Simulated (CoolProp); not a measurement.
Vapour-liquid equilibrium of acetone (1) + n-decane (2) at 445 K; x and y are mole fractions of (1).

The numbers come from the multi-fluid Helmholtz-energy mixture model, Lemmon 2006 and Lemmon 2006; pair parameters Bell 2016 in CoolProp.

```
x     bubble pressure (MPa)  y at the bubble point  dew pressure at overall composition x (MPa)  liquid density (mol/L)
----  ---------------------  ---------------------  -------------------------------------------  ----------------------
0.05                 0.1947                  0.508                                       0.1007                   4.396
0.15                 0.4003                  0.765                                       0.1128                   4.690
0.25                 0.5958                  0.845                                       0.1280                   5.015
0.35                 0.7682                  0.884                                       0.1477                   5.379
0.45                 0.9163                  0.907                                       0.1744                   5.790
0.55                  1.047                  0.923                                       0.2127                   6.262
0.65                  1.172                  0.938                                       0.2722                   6.814
0.75                  1.303                  0.952                                       0.3776                   7.475
0.85                  1.450                  0.969                                       0.6126                   8.292
0.95                  1.622                  0.989                                        1.284                   9.336
```

No azeotrope shows between x = 0.05 and 0.95.

Pair parameters are fitted to limited data, so mixtures are less certain than the pure fluids. The gap from Raoult's law changes sign with composition, which may be real or a fault of the pair parameters; it wasn't checked against measurements.
